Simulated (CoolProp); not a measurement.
Properties of n-perfluorohexane at several states.

Computed with CoolProp (reference Helmholtz-energy equation of state, Gao 2022).

| T (°C) | p (kPa) | phase | Z | cp (kJ/(kg K)) | cv (kJ/(kg K)) | Joule-Thomson coefficient (K/MPa) | fugacity coefficient |
|---|---|---|---|---|---|---|---|
| 99.25 | 194 | gas | ? | 0.9395 | 0.9028 | 15.36 | 0.9259 |
| 131.05 | 74.4 | gas | 0.9781 | ? | 0.9358 | 10.79 | 0.9786 |
| -37.45 | 2270 | liquid | ? | 0.9481 | ? | -0.3719 | 0.0003953 |
| 131.85 | 727 | gas | 0.7304 | 1.068 | 0.9604 | 18.95 | 0.7921 |
| 154.75 | 14.5 | gas | 0.9966 | 0.9853 | 0.9603 | 8.915 | 0.9966 |

Problem. Fill in the missing entries.

Solution. 
- 99.25, Z: 0.9199
- 131.05, cp (kJ/(kg K)): 0.9632
- -37.45, Z: 0.2109
- -37.45, cv (kJ/(kg K)): 0.7564
